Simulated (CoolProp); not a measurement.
Model: reference Helmholtz-energy equation of state, Lemmon and Jacobsen 2000, in CoolProp.

Q: For R143a, give the phase and the cp (kJ/(kg K)), speed of sound (m/s), viscosity (µPa s) at 74.85 °C and 0.376 MPa; 74.85 °C and 2.26 MPa; 74.85 °C and 5.27 MPa.

A: 
- 74.85 °C and 0.376 MPa: gas; cp 1.06, speed of sound 190, viscosity 13.0
- 74.85 °C and 2.26 MPa: gas; cp 1.38, speed of sound 156, viscosity 14.5
- 74.85 °C and 5.27 MPa: supercritical; cp 2.41, speed of sound 212, viscosity 64.8

Viscosity comes from a separate model (Klein 1997), an estimate that may be off by 10 % or more.
